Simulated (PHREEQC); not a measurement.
# Metal-bearing waste water: speciation

A solution holds 0.3 mol Pb(NO3)2, 0.014 mol NaF and 0.00087 mol Na2SO4 per kg of water, at 10 °C. Closed to the air; pH follows from the charge balance.

Equilibrium calculation in PHREEQC: ion-association model, wateq4f.dat.

Precipitation was switched off in this run.

**Question.** Predict the pH, activity of water.

**Answer.** pH 4.46; activity of water 0.987.

**Question.** In which forms is F present?

**Answer.** F- 61 %, PbF+ 32 %, PbF2 4.6 %, HF 1.4 % of the F.

The solution is supersaturated, for example in PbF2, Anglesite, so a real one may precipitate; this is no full list. At this temperature some constants are extrapolated from 25 °C, and those without enthalpy data are left unchanged.
